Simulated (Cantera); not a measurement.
**Catalytic combustion on Pt**

An isothermal plug-flow reactor at 648 K and 5.00 bar (inlet), inlet velocity 0.12 m/s, active area per volume 180 1/m; feed H2 : O2 : N2 = 0.0029 : 0.059 : 0.79 (molar parts).

Detailed kinetics in Cantera: Deutschmann's 1995 Pt surface mechanism with GRI-Mech 3.0 gas chemistry. Catalytic surfaces can have several steady states; this one follows from the mechanism file's or the stated starting coverage. Mass transfer to the wall is taken as infinitely fast.

| z (m) | x H2 | x O2 | x H2O | θ free Pt | θ O* | θ OH* |
|---|---|---|---|---|---|---|
| 3.7e-05 | 0.00298 | 0.0691 | 0.000429 | 0.0740 | 0.919 | 0.00673 |
| 7.1e-05 | 0.00267 | 0.0689 | 0.000738 | 0.0665 | 0.927 | 0.00675 |
| 0.00014 | 0.00220 | 0.0687 | 0.00120 | 0.0550 | 0.938 | 0.00663 |
| 0.00026 | 0.00169 | 0.0685 | 0.00172 | 0.0423 | 0.951 | 0.00628 |
| 0.00051 | 0.00113 | 0.0682 | 0.00227 | 0.0286 | 0.966 | 0.00555 |
| 0.00098 | 0.000699 | 0.0680 | 0.00271 | 0.0177 | 0.978 | 0.00460 |
| 0.0019 | 0.000398 | 0.0679 | 0.00301 | 0.0102 | 0.986 | 0.00362 |
| 0.0037 | 0.000213 | 0.0678 | 0.00320 | 0.00573 | 0.992 | 0.00276 |
x: gas mole fraction; θ: surface coverage.
